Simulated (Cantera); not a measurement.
A perfectly stirred reactor is fed with H2 : O2 : N2 = 0.032 : 1 : 3.6 (molar parts), at 24.8 Torr; it is held at 1248 K, and followed from long to short residence time.

Cantera simulation using the H2/O2 subset of GRI-Mech 3.0, which has no nitrogen chemistry; the numbers are that mechanism's predictions, not measurements. Radical loss at walls, strong at low pressure, is not modelled.

x: mole fraction; the columns are a selection and need not sum to one.

```
τ (s)       x H2   x O2    x HO2      x OH   x H2O2    x H2O
------  --------  -----  -------  --------  -------  -------
0.47     4.95e-5  0.212  5.41e-7  0.000284  1.90e-8  0.00670
0.28     6.66e-5  0.212  6.24e-7  0.000331  2.13e-8  0.00664
0.16         ___  0.212      ___       ___      ___  0.00655
0.096   0.000124  0.212  7.99e-7  0.000445  2.61e-8  0.00646
0.056   0.000171  0.211  8.84e-7  0.000510  2.88e-8  0.00633
0.033   0.000238  0.211  9.64e-7  0.000579  3.21e-8  0.00617
0.019   0.000343  0.211  1.04e-6  0.000657  3.66e-8  0.00596
0.011   0.000504  0.211  1.12e-6  0.000743  4.24e-8  0.00570
0.0067  0.000728  0.211  1.19e-6  0.000826  4.92e-8  0.00539
0.0039       ___  0.211  1.25e-6       ___      ___      ___
```

Q: Complete the blanks.

A: 
- 0.16, x H2: 9.19e-5
- 0.16, x HO2: 7.15e-7
- 0.16, x OH: 0.000388
- 0.16, x H2O2: 2.37e-8
- 0.0039, x H2: 0.00110
- 0.0039, x OH: 0.000915
- 0.0039, x H2O2: 5.75e-8
- 0.0039, x H2O: 0.00494
